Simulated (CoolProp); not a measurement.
Vapour-liquid equilibrium of m-xylene (1) + n-nonane (2) at 0.479 MPa; x and y are mole fractions of (1).

Values from CoolProp's multi-fluid Helmholtz-energy mixture model, Zhou 2012 and Lemmon 2006; pair parameters Bell 2016.

```json
[
 {"x": "0.05", "bubble temperature, mixture model (K)": "492.7", "bubble temperature, Raoult's law (K)": "493.4", "y, mixture model": "0.070", "y, Raoult's law": "0.062"},
 {"x": "0.125", "bubble temperature, mixture model (K)": "490.8", "bubble temperature, Raoult's law (K)": "492.4", "y, mixture model": "0.167", "y, Raoult's law": "0.153"},
 {"x": "0.2", "bubble temperature, mixture model (K)": "489.0", "bubble temperature, Raoult's law (K)": "491.4", "y, mixture model": "0.255", "y, Raoult's law": "0.241"},
 {"x": "0.275", "bubble temperature, mixture model (K)": "487.5", "bubble temperature, Raoult's law (K)": "490.3", "y, mixture model": "0.337", "y, Raoult's law": "0.325"},
 {"x": "0.35", "bubble temperature, mixture model (K)": "486.2", "bubble temperature, Raoult's law (K)": "489.3", "y, mixture model": "0.413", "y, Raoult's law": "0.406"},
 {"x": "0.425", "bubble temperature, mixture model (K)": "485.1", "bubble temperature, Raoult's law (K)": "488.4", "y, mixture model": "0.484", "y, Raoult's law": "0.484"},
 {"x": "0.5", "bubble temperature, mixture model (K)": "484.1", "bubble temperature, Raoult's law (K)": "487.4", "y, mixture model": "0.552", "y, Raoult's law": "0.560"},
 {"x": "0.575", "bubble temperature, mixture model (K)": "483.3", "bubble temperature, Raoult's law (K)": "486.4", "y, mixture model": "0.618", "y, Raoult's law": "0.633"},
 {"x": "0.65", "bubble temperature, mixture model (K)": "482.6", "bubble temperature, Raoult's law (K)": "485.5", "y, mixture model": "0.683", "y, Raoult's law": "0.703"},
 {"x": "0.725", "bubble temperature, mixture model (K)": "482.1", "bubble temperature, Raoult's law (K)": "484.6", "y, mixture model": "0.747", "y, Raoult's law": "0.771"},
 {"x": "0.8", "bubble temperature, mixture model (K)": "481.7", "bubble temperature, Raoult's law (K)": "483.7", "y, mixture model": "0.812", "y, Raoult's law": "0.836"},
 {"x": "0.875", "bubble temperature, mixture model (K)": "481.4", "bubble temperature, Raoult's law (K)": "482.8", "y, mixture model": "0.879", "y, Raoult's law": "0.899"},
 {"x": "0.95", "bubble temperature, mixture model (K)": "481.3", "bubble temperature, Raoult's law (K)": "481.9", "y, mixture model": "0.950", "y, Raoult's law": "0.960"}
]
```

The largest gap from Raoult's law is -3.3 K in bubble temperature, at x = 0.5. No azeotrope shows between x = 0.05 and 0.95.

Pair parameters are fitted to limited data, so mixtures are less certain than the pure fluids.
